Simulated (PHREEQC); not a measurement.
Dissolve 0.0058 mol/kgw HF, 0.00023 mol/kgw KF and 0.00035 mol/kgw H4SiO4 at 25 °C. Closed to the air; pH follows from the charge balance.

Model: ion-association model, wateq4f.dat, run in PHREEQC.

This is a speciation only: nothing precipitates in the calculation.

Q: Estimate the pH.

A: pH 2.80.

Q: In which forms is Si present?

A: SiF6-2 96 %, H4SiO4 3.6 % of the Si.

SiF6-2 is the database's only silicon fluoride.
